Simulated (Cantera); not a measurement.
A closed system holds: 1 mol SiH₄, 0.0041 mol C₃H₈, 17 mol H₂, 0.62 mol C₂H₄, at 750 Torr.

Equilibrium computed with Cantera from the NASA thermochemical tables; the gas is ideal and each condensed phase is pure. Candidate condensed phases: C, C₆H₆, C₇H₈, C₈H₁₈, Si, SiC; 87 gas species. Rates play no part.

At 1675 K, list the 4 most abundant gas species with their mole fractions, and the condensed phases.

H₂ 0.999, CH₄ 0.00120, H 0.000116, C₂H₂ (acetylene) 5.80e-5. Condensed: C(graphite) + SiC(s).
